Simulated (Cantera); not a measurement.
A perfectly stirred reactor is fed with CH3OH : O2 : N2 = 1 : 1.25 : 15 (molar parts), equivalence ratio 1.2, at 540000 Pa; it is adiabatic with a 623 K inlet, and is followed from long to short residence time, starting on the burning branch (τ in s: 0.05, 0.024, 0.012, 0.0055, 0.0027, 0.0013, 0.00061, 0.0003, 0.00014, 6.8e-05).

Computed with Cantera and GRI-Mech 3.0 (53 species, 325 reactions). GRI-Mech 3.0 was tuned for natural gas; its chemistry of methanol as a main component is partial and can be far from experiment.

Task: What does this change do: CH3OH 1 to 1.5 parts?

Result: 
```json
[
 {"quantity": "blow-out, bracketed by the residence times tried", "before": "burning at 1.30 ms, out at 0.610 ms", "after": "burning at 5.50 ms, out at 2.70 ms"},
 {"quantity": "x(CH3OH) at τ = 50.0 ms", "before": "5.51e-6", "after": "5.02e-5"},
 {"quantity": "x(O2) at τ = 50.0 ms", "before": "0.000175", "after": "0.000697"},
 {"quantity": "x(CO2) at τ = 50.0 ms", "before": "0.0407", "after": "0.0298"},
 {"quantity": "x(CH4) at τ = 50.0 ms", "before": "1.41e-5", "after": "0.000291"},
 {"quantity": "x(HCO) at τ = 50.0 ms", "before": "6.47e-8", "after": "1.11e-7"},
 {"quantity": "x(CH3OH) at τ = 1.30 ms", "before": "9.32e-5", "after": "0.0845"},
 {"quantity": "x(O2) at τ = 1.30 ms", "before": "0.00272", "after": "0.0704"},
 {"quantity": "x(CO2) at τ = 1.30 ms", "before": "0.0348", "after": "<1e-12"},
 {"quantity": "x(CH4) at τ = 1.30 ms", "before": "0.000137", "after": "<1e-12"},
 {"quantity": "x(HCO) at τ = 1.30 ms", "before": "1.45e-6", "after": "<1e-12"}
]
```

Task: What does this change do: pressure from 540000 Pa to 74000 Pa?

Result: 
```
quantity                                                                       before                               after
------------------------------------------------  -----------------------------------  ----------------------------------
blow-out, bracketed by the residence times tried  burning at 1.30 ms, out at 0.610 ms  burning at 2.70 ms, out at 1.30 ms
x(CH3OH) at τ = 50.0 ms                                                       5.51e-6                             5.28e-6
x(O2) at τ = 50.0 ms                                                         0.000175                            0.000361
x(CO2) at τ = 50.0 ms                                                          0.0407                              0.0408
x(CH4) at τ = 50.0 ms                                                         1.41e-5                             6.34e-6
x(HCO) at τ = 50.0 ms                                                         6.47e-8                             2.42e-7
x(CH3OH) at τ = 1.30 ms                                                       9.32e-5                              0.0580
x(O2) at τ = 1.30 ms                                                          0.00272                              0.0725
x(CO2) at τ = 1.30 ms                                                          0.0348                              <1e-12
x(CH4) at τ = 1.30 ms                                                        0.000137                              <1e-12
x(HCO) at τ = 1.30 ms                                                         1.45e-6                              <1e-12
```

Task: What does this change do: inlet temperature 623 to 500 K?

Result: 
```
quantity                                                                       before                               after
------------------------------------------------  -----------------------------------  ----------------------------------
blow-out, bracketed by the residence times tried  burning at 1.30 ms, out at 0.610 ms  burning at 5.50 ms, out at 2.70 ms
x(CH3OH) at τ = 50.0 ms                                                       5.51e-6                             1.39e-5
x(O2) at τ = 50.0 ms                                                         0.000175                            0.000384
x(CO2) at τ = 50.0 ms                                                          0.0407                              0.0408
x(CH4) at τ = 50.0 ms                                                         1.41e-5                             4.88e-5
x(HCO) at τ = 50.0 ms                                                         6.47e-8                             7.02e-8
x(CH3OH) at τ = 1.30 ms                                                       9.32e-5                              0.0580
x(O2) at τ = 1.30 ms                                                          0.00272                              0.0725
x(CO2) at τ = 1.30 ms                                                          0.0348                              <1e-12
x(CH4) at τ = 1.30 ms                                                        0.000137                              <1e-12
x(HCO) at τ = 1.30 ms                                                         1.45e-6                              <1e-12
```
